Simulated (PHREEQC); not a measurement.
Consider water at 85 °C with 0.0012 mol HF, 4.3e-05 mol NH4HF2 and 0.00017 mol H3PO4 per kg of water. Closed to the air; pH follows from the charge balance.

All values are PHREEQC results (ion-association model, wateq4f.dat), not measurements.

Each row changes one thing in this solution. This is a speciation only: nothing precipitates in the calculation.

| case | pH | ionic strength (mol/kgw) | HF (mol/kgw) | F- (mol/kgw) | HF2- (mol/kgw) | H2F2 (mol/kgw) |
|---|---|---|---|---|---|---|
| as made | 3.32 | 0.000540 | 0.000896 | 0.000387 | 1.46e-6 | 1.93e-7 |
| NH4HF2 from 4.3e-05 to 8.6e-05 mol/kgw | 3.33 | 0.000573 | 0.000949 | 0.000420 | 1.68e-6 | 2.16e-7 |
| temperature from 85 to 45 °C | 3.19 | 0.000700 | 0.000735 | 0.000546 | 1.72e-6 | 6.67e-7 |
| H3PO4 replaced by NaH2PO4 at the same molality | 3.42 | 0.000609 | 0.000830 | 0.000452 | 1.58e-6 | 1.66e-7 |
| H3PO4 left out | 3.41 | 0.000446 | 0.000838 | 0.000444 | 1.57e-6 | 1.69e-7 |
| HF left out | 3.78 | 0.000211 | 3.82e-5 | 4.78e-5 | 7.70e-9 | 3.50e-10 |
| 0.00012 mol/kgw NaHF2 added | 3.34 | 0.000633 | 0.00104 | 0.000479 | 2.11e-6 | 2.61e-7 |

H3PO4, which wateq4f.dat lacks, is added to it with the constant of phreeqc.dat. Constants without temperature data keep their 25 °C values here.
